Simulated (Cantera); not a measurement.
A freely propagating, adiabatic, planar premixed flame of H2 : O2 : N2 = 1 : 0.208 : 0.75 (molar parts), equivalence ratio 2.4, unburnt at 350 K and 3750 Torr; mixture-averaged transport, grid criteria slope 0.08 and curve 0.16, no radiation.

Model: the H2/O2 subset of GRI-Mech 3.0, which has no nitrogen chemistry, integrated in Cantera. The hydrogen kinetics of GRI-Mech 3.0 are dated; newer H2 mechanisms differ, most at raised pressure. Burning velocities carry a grid error of a few per cent, more on coarse grids.

Problem. Predict: laminar burning velocity; thermal thickness; peak x(O); peak x(H2O2); peak x(HO2).

Solution. 
```
Item                          Value
------------------------  ---------
laminar burning velocity   329 cm/s
thermal thickness         0.0502 mm
peak x(O)                   0.00105
peak x(H2O2)               0.000119
peak x(HO2)                 0.00104
```
